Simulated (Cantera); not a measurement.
Mixture: CH4 : O2 : N2 = 1 : 4.26 : 16 (molar parts), equivalence ratio 0.47, at 760 Torr, adiabatic and at constant volume. Ignition delay is the time to a rise of 400 K.

Computed with Cantera and GRI-Mech 3.0 (53 species, 325 reactions).

**Question.** Predict: delay at 1200 K; delay at 1300 K; delay at 1400 K; delay at 1500 K; apparent activation energy between 1450 and 1550 K.

**Answer.** 
| Property | Value |
|---|---|
| delay at 1200 K | 29.6 ms |
| delay at 1300 K | 7.66 ms |
| delay at 1400 K | 2.36 ms |
| delay at 1500 K | 0.873 ms |
| apparent activation energy between 1450 and 1550 K | 170 kJ/mol |
